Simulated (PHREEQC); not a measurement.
Solution (25 °C): 0.063 mol/kgw FeCl3, 0.099 mol/kgw CaCl2, 0.0021 mol/kgw HCl and 0.0018 mol/kgw NaCl. Closed to the air; pH follows from the charge balance.

Model: ion-association model, phreeqc.dat, run in PHREEQC.

Each row changes one thing in this solution. No solid was allowed to form.

| case | pH | ionic strength (mol/kgw) | Cl- (mol/kgw) | SI of Halite (NaCl) |
|---|---|---|---|---|
| as made | 2.07 | 0.525 | 0.339 | -5.12 |
| temperature from 25 to 45 °C | 1.97 | 0.524 | 0.341 | -5.14 |
| FeCl3 replaced by AlCl3 at the same molality | 2.77 | 0.679 | 0.391 | -5.07 |
| CaCl2 from 0.099 to 0.109 mol/kgw | 2.08 | 0.551 | 0.357 | -5.10 |
| 0.026 mol/kgw Na2CO3 added | 2.85 | 0.617 | 0.372 | -3.61 |
| 0.0094 mol/kgw HNO3 added | 1.89 | 0.527 | 0.335 | -5.12 |

Some of these states are supersaturated (in Hematite (slow to form), Goethite (slow to form), Fe(OH)3(a), for instance). At this temperature some constants are extrapolated from 25 °C, and those without enthalpy data are left unchanged.
